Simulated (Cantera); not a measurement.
Charge: 1 mol SiC, 0.15 mol N2O, 100 mol N2, 1.6 mol CO2, at 1.00 Torr.

Method: chemical equilibrium by Gibbs-energy minimisation in Cantera with the NASA 1993 tables (ideal gas, pure condensed phases). Candidate condensed phases: C, Si, SiC, SiO2, Si2N2O, Si3N4; 34 gas species. Mutual solubility and eutectic melting of coexisting phases are not modelled. The tables hold silica as quartz up to 1696 K and as liquid above; real silica turns to tridymite and cristobalite and melts near 1996 K. Kinetics and transport are ignored.

Which condensed phases are stable at each of these points (T (K)): 973, 1073, 1173, 1273, 1373, 1473, 1573, 1673, 1773?


```csv
T (K),condensed phases,Si condensed (%)
973,C(graphite) + SiO2(β-quartz) + Si2N2O(s),100.0
1073,SiO2(β-quartz) + Si2N2O(s),100.0
1173,SiO2(β-quartz) + Si2N2O(s),100.0
1273,SiO2(β-quartz) + Si2N2O(s),99.9
1373,SiO2(β-quartz) + Si2N2O(s),96.2
1473,Si2N2O(s),50.0
1573,SiC(s) + Si2N2O(s),41.3
1673,SiC(s),12.3
1773,SiC(s),11.0
```

At 973 K the condensed part is C(graphite) + SiO2(β-quartz) + Si2N2O(s). From 1073 K to 1373 K the condensed part is SiO2(β-quartz) + Si2N2O(s). At 1473 K the condensed part is Si2N2O(s). At 1573 K the condensed part is SiC(s) + Si2N2O(s). From 1673 K to 1773 K the condensed part is SiC(s).
